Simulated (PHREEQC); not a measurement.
Solution A (0.093 mol KOH, 0.011 mol CO2 and 0.0041 mol (CH3)4NCl per kg of water) is mixed with solution B (0.13 mol HF, 0.16 mol NH4F and 0.043 mol H2SO4 per kg of water) at 60 °C; shares are by mass of water, 1 kg in all. Oxygen alone is held at its pressure in air (log pO2 = -0.68). CO2 from the air is kept out. No solid was allowed to form.

The numbers come from PHREEQC with the ion-association model, wateq4f.dat.

```
share of solution B     pH  CO3-2 (mol/kgw)  HCO3- (mol/kgw)  CO2 (mol/kgw)  SO4-2 (mol/kgw)  HF (mol/kgw)
-------------------  -----  ---------------  ---------------  -------------  ---------------  ------------
0                    11.76           0.0109         0.000122       3.15e-10                0             0
0.05                 11.59           0.0103         0.000169       6.36e-10          0.00158      7.87e-11
0.1                  11.33          0.00960         0.000292        2.01e-9          0.00321      2.89e-10
0.15                 10.64          0.00810          0.00124        4.27e-8          0.00486       2.17e-9
0.2                   8.74         0.000664          0.00810        2.23e-5          0.00635       2.31e-7
0.25                  7.79          7.73e-5              [?]       0.000190          0.00765       2.48e-6
0.3                    [?]          5.11e-8          0.00119        0.00650          0.00898      0.000671
0.35                  4.20         1.96e-10          7.68e-5        0.00707           0.0104        0.0109
0.4                   3.87         4.03e-11              [?]        0.00656           0.0117        0.0219
0.45                  3.67         1.47e-11          1.93e-5        0.00603           0.0131        0.0329
0.5                   3.52         6.81e-12          1.25e-5        0.00548           0.0144        0.0440
0.55                  3.40         3.58e-12              [?]        0.00494           0.0156        0.0549
0.6                   3.30         2.03e-12          6.09e-6        0.00439           0.0169        0.0657
0.65                  3.21         1.20e-12          4.38e-6        0.00384           0.0181        0.0765
0.7                   3.13         7.33e-13          3.16e-6        0.00330           0.0192        0.0871
0.75                  3.07         4.50e-13          2.26e-6        0.00275           0.0204        0.0975
0.8                   3.01         2.74e-13              [?]            [?]           0.0215           [?]
0.85                  2.95         1.60e-13          1.04e-6        0.00165           0.0225         0.118
0.9                   2.90         8.47e-14          6.17e-7        0.00110           0.0236         0.128
0.95                  2.85         3.43e-14          2.77e-7       0.000550           0.0246         0.138
1                     2.81                0                0              0           0.0255         0.147
```

**Question.** Complete the blanks.

**Answer.** 
- 0.25, HCO3- (mol/kgw): 0.00797
- 0.3, pH: 5.43
- 0.4, HCO3- (mol/kgw): 3.34e-5
- 0.55, HCO3- (mol/kgw): 8.60e-6
- 0.8, HCO3- (mol/kgw): 1.57e-6
- 0.8, CO2 (mol/kgw): 0.00220
- 0.8, HF (mol/kgw): 0.108

(CH3)4N+ isn't in the database: it is added as a free cation with an ion size of 4 Å. wateq4f.dat counts part of the HF as a dimer, H2F2, which phreeqc.dat doesn't know; its constant is uncertain. Away from 25 °C the constants follow the database's enthalpies or fits; those with neither stay at their 25 °C values.
